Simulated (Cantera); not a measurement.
A closed system holds: 1 mol Cu₂O, a varied amount of H₂, 0.47 mol N₂, held at 1625 K and 20000 Pa.

These are equilibrium values from Cantera (NASA tables, ideal gas, pure condensed phases), not measurements of a reactor. Candidate condensed phases: Cu, CuO, Cu(OH)₂, Cu₂O, H₂O; 27 gas species. The numbers say what is thermodynamically allowed, not how fast it happens.

Problem. At 120 mol H₂, list the 5 most abundant gas species with their mole fractions, and the condensed phases.

Solution. H₂ 0.987, H₂O 0.00830, N₂ 0.00390, Cu 0.000286, H 0.000157. Condensed: Cu(l).
